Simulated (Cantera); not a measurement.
## Thermodynamics of silicon oxide and oxynitride deposition, feed SiH2Cl2 + H2O + N2

Input: 1 mol SiH2Cl2, 0.12 mol H2O, 7.9 mol N2, at 1923 K and 21.0 Torr.

Method: chemical equilibrium by Gibbs-energy minimisation in Cantera with the NASA 1993 tables (ideal gas, pure condensed phases). Candidate condensed phases: H2O, NH4Cl, Si, SiO2, Si2N2O, Si3N4; 47 gas species. The tables' values for SiCl, SiCl3, SiN are old estimates; treat these amounts as uncertain. The numbers say what is thermodynamically allowed, not how fast it happens.

| Item | Value |
|---|---|
| x(N2) | 0.778 |
| x(H2) | 0.0852 |
| x(SiCl2) | 0.0725 |
| x(HCl) | 0.0485 |
| x(SiO) | 0.0118 |
| x(H) | 0.00164 |
| x(SiCl) | 0.000736 |
| x(Cl) | 0.000704 |
| x(SiCl3) | 0.000615 |
| n(Si(l)) | 0.122 mol |
| gas amount | 10.16 mol |
